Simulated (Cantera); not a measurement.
A closed system holds: 1 mol SiH4, 45 mol N2, 0.00018 mol H2, held at 0.00133 bar.

These are equilibrium values from Cantera (NASA tables, ideal gas, pure condensed phases), not measurements of a reactor. Candidate condensed phases: Si, Si3N4; 18 gas species. N2 is the only nitrogen source here; it is nearly inert below about 1500 K, so the nitride shown seldom forms there in practice. The tables' values for SiN are old estimates; treat these amounts as uncertain. Rates play no part.

x: gas mole fraction; n: condensed amount in mol.

| T (K) | x N2 | x H2 | x H | x Si | n Si3N4(s) | n Si(l) |
|---|---|---|---|---|---|---|
| 998 | 0.957 | 0.0432 | 1.22e-8 | <1e-12 | 0.333 | 0 |
| 1073 | 0.957 | 0.0432 | 7.97e-8 | <1e-12 | 0.333 | 0 |
| 1148 | 0.957 | 0.0432 | 4.08e-7 | <1e-12 | 0.333 | 0 |
| 1223 | 0.957 | 0.0432 | 1.71e-6 | 3.05e-12 | 0.333 | 0 |
| 1298 | 0.957 | 0.0432 | ? | ? | 0.333 | 0 |
| 1373 | 0.957 | 0.0432 | 1.89e-5 | 5.23e-9 | 0.333 | 0 |
| 1448 | 0.957 | 0.0431 | 5.24e-5 | 1.20e-7 | 0.333 | 0 |
| 1523 | 0.957 | 0.0431 | 0.000131 | 2.03e-6 | 0.333 | 0 |
| 1598 | 0.957 | 0.0430 | 0.000302 | 2.61e-5 | 0.333 | 0 |
| 1673 | 0.956 | 0.0428 | ? | ? | 0.329 | 0 |
| 1748 | 0.956 | 0.0418 | 0.00128 | 0.00109 | 0 | 0.943 |

**Question.** What belongs in the gaps?

**Answer.** 
- 1298, x H: 6.10e-6
- 1298, x Si: 1.57e-10
- 1673, x H: 0.000645
- 1673, x Si: 0.000266
